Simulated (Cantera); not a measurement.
**Adiabatic ignition**

An adiabatic, constant-volume homogeneous reactor starts with 12.0 % H2, 6.99 % O2, 77.0 % N2, 3.97 % H2O, equivalence ratio 0.86, at 1775 K and 3.50 bar.

Cantera simulation using GRI-Mech 3.0 (53 species, 325 reactions); the numbers are that mechanism's predictions, not measurements. The hydrogen kinetics of GRI-Mech 3.0 are dated; newer H2 mechanisms differ, most at raised pressure.

```
t (s)     T (K)  P (bar)     x H2     x O2  x H2O     x OH      x O
--------  -----  -------  -------  -------  -----  -------  -------
8.00e-6    2159     4.16   0.0252   0.0199  0.119   0.0146  0.00972
2.78e-5    2531     4.76   0.0138   0.0138  0.145   0.0121  0.00311
9.69e-5    2644     4.94  0.00788   0.0115  0.155  0.00914  0.00143
0.000337   2645     4.94  0.00775   0.0111  0.156  0.00892  0.00136
0.00117    2640     4.93  0.00791   0.0102  0.156  0.00861  0.00127
0.00409    2634     4.92  0.00811  0.00922  0.156  0.00827  0.00118
0.0142     2633     4.92  0.00813  0.00911  0.156  0.00823  0.00117
0.0495     2633     4.92  0.00813  0.00911  0.156  0.00823  0.00117
0.172      2633     4.92  0.00813  0.00911  0.156  0.00823  0.00117
0.600      2633     4.92  0.00813  0.00911  0.156  0.00823  0.00117
```
x: mole fraction; the columns are a selection and need not sum to one.

- time of steepest temperature rise = 4.12 µs
- temperature at 0.600 s = 2633 K
- equilibrium temperature = 2633 K
- x(H2) at 0.600 s = 0.00813 (gas-phase equilibrium 0.00813)
- x(O2) at 0.600 s = 0.00911 (gas-phase equilibrium 0.00911)
- x(H2O) at 0.600 s = 0.156 (gas-phase equilibrium 0.156)
